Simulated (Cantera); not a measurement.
Standard-state values (1 bar) from the NASA 1993 polynomials, evaluated with Cantera. Values are per mole of reaction as written; species without (g) are pure solids or liquids, kept so even where they would boil at 1 bar.

4 OH(g) + V2O3 → 2 H2O(g) + V2O5

```json
[
 {"T (K)": "2048", "ΔH° (kJ)": "-912.0", "ΔS° (J/K)": "-265.1", "ΔG° (kJ)": "-369.1", "log10 K": "9.41", "condensed phases": "V2O3(s), V2O5(l)"},
 {"T (K)": "2148", "ΔH° (kJ)": "-913.7", "ΔS° (J/K)": "-265.9", "ΔG° (kJ)": "-342.6", "log10 K": "8.33", "condensed phases": "V2O3(s), V2O5(l)"},
 {"T (K)": "2248", "ΔH° (kJ)": "-915.7", "ΔS° (J/K)": "-266.8", "ΔG° (kJ)": "-315.9", "log10 K": "7.34", "condensed phases": "V2O3(s), V2O5(l)"},
 {"T (K)": "2348", "ΔH° (kJ)": "[?]", "ΔS° (J/K)": "[?]", "ΔG° (kJ)": "[?]", "log10 K": "[?]", "condensed phases": "V2O3(l), V2O5(l)"},
 {"T (K)": "2448", "ΔH° (kJ)": "[?]", "ΔS° (J/K)": "[?]", "ΔG° (kJ)": "[?]", "log10 K": "[?]", "condensed phases": "V2O3(l), V2O5(l)"},
 {"T (K)": "2548", "ΔH° (kJ)": "-1035.2", "ΔS° (J/K)": "-317.9", "ΔG° (kJ)": "-225.2", "log10 K": "4.62", "condensed phases": "V2O3(l), V2O5(l)"}
]
```

Problem. What belongs in the gaps?

Solution. 
- 2348, ΔH° (kJ): -1035.0
- 2348, ΔS° (J/K): -317.8
- 2348, ΔG° (kJ): -288.8
- 2348, log10 K: 6.42
- 2448, ΔH° (kJ): -1035.1
- 2448, ΔS° (J/K): -317.9
- 2448, ΔG° (kJ): -257.0
- 2448, log10 K: 5.48
